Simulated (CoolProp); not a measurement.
Vapour-liquid equilibrium of benzene (1) + ethylbenzene (2) at 15.3 bar; x and y are mole fractions of (1).

Computed with CoolProp (multi-fluid Helmholtz-energy mixture model, Thol 2012 and Zhou 2012; pair parameters Bell 2016).

| x | bubble temperature, mixture model (°C) | bubble temperature, Raoult's law (°C) | y, mixture model | y, Raoult's law |
|---|---|---|---|---|
| 0.05 | (withheld) | 271.2 | 0.087 | 0.128 |
| 0.15 | 264.7 | 260.3 | 0.248 | 0.335 |
| 0.25 | 256.5 | 250.7 | 0.394 | 0.493 |
| 0.35 | 248.4 | 242.3 | 0.522 | 0.615 |
| 0.45 | 240.6 | 234.7 | 0.634 | 0.712 |
| 0.55 | 233.1 | 227.9 | (withheld) | 0.790 |
| 0.65 | 225.9 | 221.7 | 0.811 | 0.853 |
| 0.75 | (withheld) | 216.1 | 0.879 | 0.905 |
| 0.85 | 212.7 | 210.9 | 0.935 | 0.948 |
| 0.95 | 206.7 | 206.1 | 0.981 | 0.984 |

Question: Some entries are withheld; supply them.

Answer: 
- 0.05, bubble temperature, mixture model (°C): 273.0
- 0.55, y, mixture model: 0.730
- 0.75, bubble temperature, mixture model (°C): 219.1

The largest gap from Raoult's law is +6.1 K in bubble temperature, at x = 0.35. No azeotrope shows between x = 0.05 and 0.95.

The pair parameters rest on a limited set of measurements; away from them the model extrapolates.
